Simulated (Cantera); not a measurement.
Input (Python, Cantera):

```python
import numpy as np
import cantera as ct

gas = ct.Solution("h2o2.yaml")
gas.TPX = 475, 47000, {'H2': 1, 'O2': 0.617, 'N2': 1.79, 'H2O': 0.067}
flame = ct.FreeFlame(gas, width=0.068)
flame.set_refine_criteria(ratio=3, slope=0.08, curve=0.16)
flame.transport_model = "mixture-averaged"
flame.solve(loglevel=0, auto=True)
z, T = flame.grid, flame.T
thick = (T[-1] - T[0]) / np.gradient(T, z).max()
show = ['H2', 'O2', 'O', 'H', 'H2O', 'HO2']
print(f"laminar burning velocity  {flame.velocity[0] * 100:.3f} cm/s")
print(f"burnt temperature         {T[-1]:.1f} K")
print(f"thermal thickness         {thick * 1e3:.4f} mm")
print(f"grid points               {len(z)}")
z0 = z[flame.heat_release_rate.argmax()]
print(f"{'z/mm':>9s}{'T/K':>9s}{'u/(m/s)':>9s}" + "".join(f"{s:>11s}" for s in show))
rows = []
for k in (-3, -2, -1.5, -1, -0.5, -0.25, 0, 0.25, 0.5, 1, 2, 4, 8):
    zz = z0 + k * thick
    rows.append([k * thick, np.interp(zz, z, T), np.interp(zz, z, flame.velocity),
                 *(np.interp(zz, z, flame.X[gas.species_index(s)]) for s in show)])
    print(f"{rows[-1][0] * 1e3:9.3f}{rows[-1][1]:9.1f}{rows[-1][2]:9.3f}" + "".join(f"{x:11.3e}" for x in rows[-1][3:]))
```

It prints:

```
laminar burning velocity  486.947 cm/s
burnt temperature         2420.1 K
thermal thickness         1.0186 mm
grid points               131
     z/mm      T/K  u/(m/s)         H2         O2          O          H        H2O        HO2
   -3.056    475.0    4.869  2.879e-01  1.776e-01  9.253e-16  1.652e-17  1.929e-02  1.834e-14
   -2.037    475.0    4.869  2.879e-01  1.776e-01  1.623e-13  3.158e-15  1.929e-02  3.419e-12
   -1.528    475.0    4.869  2.879e-01  1.776e-01  5.815e-12  2.103e-13  1.929e-02  1.670e-10
   -1.019    475.0    4.869  2.878e-01  1.776e-01  7.336e-10  3.577e-10  1.929e-02  3.887e-08
   -0.509    482.1    4.924  2.848e-01  1.782e-01  2.071e-06  2.474e-05  1.958e-02  1.152e-04
   -0.255    691.8    6.888  2.517e-01  1.751e-01  2.078e-04  4.430e-03  3.674e-02  1.916e-04
    0.000   1159.8   11.120  1.414e-01  1.353e-01  6.280e-03  3.594e-02  1.288e-01  7.059e-05
    0.255   1482.7   14.043  5.305e-02  7.410e-02  1.600e-02  5.575e-02  2.328e-01  3.228e-05
    0.509   1635.9   15.385  3.823e-02  5.917e-02  1.761e-02  5.022e-02  2.577e-01  2.184e-05
    1.019   1798.7   16.744  3.557e-02  5.399e-02  1.592e-02  3.804e-02  2.701e-01  1.572e-05
    2.037   1967.9   18.102  3.201e-02  4.989e-02  1.291e-02  2.584e-02  2.836e-01  1.082e-05
    4.075   2126.3   19.324  2.637e-02  4.619e-02  9.518e-03  1.584e-02  2.987e-01  7.210e-06
    8.149   2267.7   20.381  1.939e-02  4.300e-02  6.280e-03  8.418e-03  3.143e-01  5.126e-06
```

Cantera simulation using the H2/O2 subset of GRI-Mech 3.0, which has no nitrogen chemistry; the numbers are that mechanism's predictions, not measurements. Burning velocities carry a grid error of a few per cent, more on coarse grids.
